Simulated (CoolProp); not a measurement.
R1132(E) at several states: fugacity coefficient from the reference equation and from simpler models built on Tc = 348.8 K, pc = 5.174 MPa, ω = 0.245; each cubic takes its own stable root.

Model: reference Helmholtz-energy equation of state, Akasaka 2024, in CoolProp.

```
T (K)  p (MPa)   phase  reference  van der Waals  Redlich-Kwong  Soave-Redlich-Kwong
-----  -------  ------  ---------  -------------  -------------  -------------------
373       0.72     gas     0.9619         0.9650         0.9613               0.9626
343       2.71     gas     0.8117         0.8389         0.8176               0.8162
301.6     1.14     gas     0.8759         0.9078         0.8879               0.8819
321     0.0216     gas     0.9981         0.9985         0.9982               0.9981
331.7      6.5  liquid     0.4344         0.5217         0.4672               0.4501
346.1      6.5  liquid     0.5295         0.5821         0.5475               0.5448
```
